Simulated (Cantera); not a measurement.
A closed system holds: 1 mol CH4, 0.036 mol CO2, equilibrated at 1.00 mbar.

These are equilibrium values from Cantera (NASA tables, ideal gas, pure condensed phases), not measurements of a reactor. Candidate condensed phases: C, C6H6, C7H8, C8H18, H2O; 110 gas species. Kinetics and transport are ignored.

Question: At 1448 K, list the 3 most abundant gas species with their mole fractions, and the condensed phases.

Answer: H2 0.965, CO 0.0347, H 0.000286. Condensed: C(graphite).
